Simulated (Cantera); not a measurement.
An isothermal, constant-pressure homogeneous reactor starts with 63.7 % N₂O, 36.3 % N₂, at 1125 K and 0.133 bar.

Cantera simulation using GRI-Mech 3.0 (53 species, 325 reactions); the numbers are that mechanism's predictions, not measurements. GRI-Mech 3.0 was tuned for natural gas; its chemistry of N2O as a main component is partial and can be far from experiment. The mechanism lacks the step 2 NO + O2 → 2 NO2, which can matter for NO2 below about 1400 K. The temperature is held fixed by assumption; the heat of reaction is taken as removed at once.

One state of this run: x N₂O = 0.257; x NO₂ = 3.87e-5; x NO = 0.0216; x O = 4.71e-7; x N₂ = 0.588. x: mole fraction; the columns are a selection and need not sum to one.

Question: Which value of t (s) does it belong to?
A) 9.00e-6
B) 9.23
C) 200
D) 43.0

Answer: D, 43.0
